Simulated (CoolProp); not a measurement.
Aqueous potassium carbonate as a coolant, 11 % by mass, freezing at -4.0 °C, 1 atm.

Values from CoolProp's Melinder's fits for secondary coolants.

```
T (°C)  Prandtl number  density (kg/m³)  viscosity (mPa s)  cp (kJ/(kg K))
------  --------------  ---------------  -----------------  --------------
-2.2              15.4                ?                  ?           3.616
4.8               12.3             1105               1.90           3.628
11.8                 ?             1103               1.58           3.641
18.8              8.35             1101               1.34               ?
25.8                 ?                ?               1.15           3.666
32.8              6.04             1095                  ?               ?
39.8              5.20             1092              0.876           3.689
```

Task: Some entries are withheld; supply them.

Result: 
- -2.2, density (kg/m³): 1107
- -2.2, viscosity (mPa s): 2.35
- 11.8, Prandtl number: 10.0
- 18.8, cp (kJ/(kg K)): 3.653
- 25.8, Prandtl number: 7.07
- 25.8, density (kg/m³): 1098
- 32.8, viscosity (mPa s): 1.00
- 32.8, cp (kJ/(kg K)): 3.678
